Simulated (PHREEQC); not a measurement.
**Metal-bearing waste water: an equilibrium model**

A solution holds 0.0024 mol MnSO4, 0.016 mol NaF and 3.4e-05 mol NaCl per kg of water, at 93 °C. Closed to the air; pH follows from the charge balance.

All values are PHREEQC results (ion-association model, wateq4f.dat), not measurements.

Precipitation was switched off in this run.

**Question.** What pH, ionic strength does the model give?

**Answer.** pH 6.71; ionic strength 0.0232 mol/kgw.

**Question.** In which forms is S present?

**Answer.** SO4-2 76 %, MnSO4 19 %, NaSO4- 4.4 % of the S.

Away from 25 °C the constants follow the database's enthalpies or fits; those with neither stay at their 25 °C values.
